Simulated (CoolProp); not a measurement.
Methane at 293.15 K and 7.61 MPa is throttled through a valve to 1.07 MPa with no heat exchange. Each further row changes one setting.

Computed with CoolProp (reference Helmholtz-energy equation of state, Setzmann 1991).

```
case                       temperature change (K)  final density (kg/m³)
-------------------------  ----------------------  ---------------------
as stated                                   -30.6                   8.10
outlet pressure 0.321 MPa                   -34.9                   2.42
outlet pressure 1.39 MPa                    -28.9                   10.5
```
